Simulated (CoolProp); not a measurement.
Vapour-liquid equilibrium of n-butane (1) + trans-2-butene (2) at 297.6 K; x and y are mole fractions of (1).

The numbers come from the multi-fluid Helmholtz-energy mixture model, Bücker 2006 and Lemmon 2005; pair parameters Bell 2016 in CoolProp.

```json
[
 {"x": "0.05", "bubble pressure (MPa)": "0.2314", "y at the bubble point": "0.055", "dew pressure at overall composition x (MPa)": "0.2313", "liquid density (mol/L)": "10.63"},
 {"x": "0.2", "bubble pressure (MPa)": "0.2347", "y at the bubble point": "0.212", "dew pressure at overall composition x (MPa)": "0.2345", "liquid density (mol/L)": "10.50"},
 {"x": "0.35", "bubble pressure (MPa)": "0.2370", "y at the bubble point": "0.361", "dew pressure at overall composition x (MPa)": "0.2368", "liquid density (mol/L)": "10.37"},
 {"x": "0.5", "bubble pressure (MPa)": "0.2384", "y at the bubble point": "0.507", "dew pressure at overall composition x (MPa)": "0.2383", "liquid density (mol/L)": "10.25"},
 {"x": "0.65", "bubble pressure (MPa)": "0.2392", "y at the bubble point": "0.653", "dew pressure at overall composition x (MPa)": "0.2392", "liquid density (mol/L)": "10.13"},
 {"x": "0.8", "bubble pressure (MPa)": "0.2394", "y at the bubble point": "0.800", "dew pressure at overall composition x (MPa)": "0.2394", "liquid density (mol/L)": "10.01"},
 {"x": "0.95", "bubble pressure (MPa)": "0.2393", "y at the bubble point": "0.950", "dew pressure at overall composition x (MPa)": "0.2393", "liquid density (mol/L)": "9.903"}
]
```

y crosses x between x = 0.8 and 0.95: the model has an azeotrope there.

Pair parameters are fitted to limited data, so mixtures are less certain than the pure fluids.
